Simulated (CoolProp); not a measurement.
n-pentane at 298.15 K and 0.0462 MPa flows at 0.14 m/s in a round tube of 4.6 mm bore and 15 µm roughness, fully developed (64/Re and Nu = 3.66 if laminar; Colebrook and Gnielinski if turbulent). Each further row changes one setting.

Values from CoolProp's reference Helmholtz-energy equation of state, Thol 2019.

```
case               Reynolds number  Darcy friction factor  pressure drop (Pa/m)  heat-transfer coefficient (W/(m² K))  mass flow (kg/h)
-----------------  ---------------  ---------------------  --------------------  ------------------------------------  ----------------
as stated                      132                    ___                  1.42                                  11.5               ___
velocity 0.28 m/s              264                  0.243                   ___                                  11.5               ___
diameter 9.2 mm                264                  0.243                   ___                                  5.75            0.0461
```

Task: Some entries are withheld; supply them.

Result: 
- as stated, Darcy friction factor: 0.485
- as stated, mass flow (kg/h): 0.0115
- velocity 0.28 m/s, pressure drop (Pa/m): 2.84
- velocity 0.28 m/s, mass flow (kg/h): 0.0230
- diameter 9.2 mm, pressure drop (Pa/m): 0.355

Viscosity comes from a separate model (Quiñones-Cisneros 2006), older than the equation that it now runs on, and unchecked against measurements. Thermal conductivity comes from a separate model (Vassiliou 2015).
